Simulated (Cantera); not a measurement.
# Ignition delay

Mixture: 15.9 % CH4, 17.6 % O2, 66.5 % N2, equivalence ratio 1.8, at 1.00 bar, adiabatic and at constant volume. Ignition delay is the time to a rise of 400 K.

Model: GRI-Mech 3.0 (53 species, 325 reactions), integrated in Cantera.

| T0 (K) | delay (ms) |
|---|---|
| 1150 | 125 |
| 1250 | 29.5 |
| 1350 | 7.98 |
| 1450 | 2.43 |
| 1550 | 0.843 |
| 1650 | 0.339 |

* **apparent activation energy between 1450 and 1650 K**: 200 kJ/mol
